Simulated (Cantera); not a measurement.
Hydrocarbon pyrolysis for carbon deposition

An isothermal, constant-pressure homogeneous reactor starts with C3H8 : H2 = 1 : 89 (molar parts), at 1125 K and 110000 Pa.

Detailed kinetics in Cantera: GRI-Mech 3.0 (53 species, 325 reactions). GRI-Mech 3.0 was tuned for natural gas; its chemistry of propane as a main component is partial and can be far from experiment. GRI-Mech 3.0 stops at C3 and has no aromatics, soot or wall deposition, so with more carbon than oxygen in the feed, carbon stays in small species such as C2H2 where larger ones or solid carbon would form.

| t (s) | x C3H8 | x H2 | x C2H2 | x CH3 | x CH2 | x C2H4 | x C2H6 |
|---|---|---|---|---|---|---|---|
| 0.000100 | 0.0111 | 0.989 | 1.12e-11 | 7.29e-7 | <1e-12 | 1.04e-5 | 3.61e-7 |
| 0.000307 | 0.0110 | 0.989 | 9.67e-10 | 2.11e-6 | 1.49e-12 | 9.67e-5 | 1.24e-6 |
| 0.000942 | 0.0104 | 0.988 | 5.07e-8 | 3.86e-6 | 5.25e-12 | 0.000683 | 6.75e-6 |
| 0.00289 | 0.00837 | 0.986 | 8.90e-7 | 3.37e-6 | 4.61e-12 | 0.00265 | 5.79e-5 |
| 0.00888 | 0.00456 | 0.982 | 6.97e-6 | 1.79e-6 | 1.92e-12 | 0.00607 | 0.000370 |
| 0.0273 | 0.00123 | 0.979 | 2.72e-5 | 5.35e-7 | <1e-12 | 0.00836 | 0.00127 |
| 0.0837 | 0.000121 | 0.978 | 6.07e-5 | 2.14e-7 | <1e-12 | 0.00819 | 0.00235 |
| 0.257 | 8.30e-7 | 0.977 | 0.000109 | 2.09e-7 | <1e-12 | 0.00728 | 0.00293 |
| 0.788 | 4.88e-7 | 0.976 | 0.000142 | 2.38e-7 | <1e-12 | 0.00636 | 0.00263 |
| 2.42 | 4.20e-7 | 0.973 | 0.000109 | 2.82e-7 | <1e-12 | 0.00455 | 0.00188 |
| 7.43 | 2.08e-7 | 0.970 | 5.07e-5 | 2.84e-7 | <1e-12 | 0.00214 | 0.000883 |
| 22.8 | 4.31e-8 | 0.968 | 1.40e-5 | 1.89e-7 | <1e-12 | 0.000597 | 0.000245 |
| 70.0 | 3.24e-9 | 0.967 | 1.94e-6 | 7.82e-8 | <1e-12 | 8.16e-5 | 3.26e-5 |
x: mole fraction; the columns are a selection and need not sum to one.

Equilibrium at this temperature and pressure: C3H8 2.86e-11, H2 0.967, C2H2 2.88e-8, CH3 2.68e-8, CH2 <1e-12, C2H4 1.29e-6, C2H6 5.41e-7 (gas phase only).
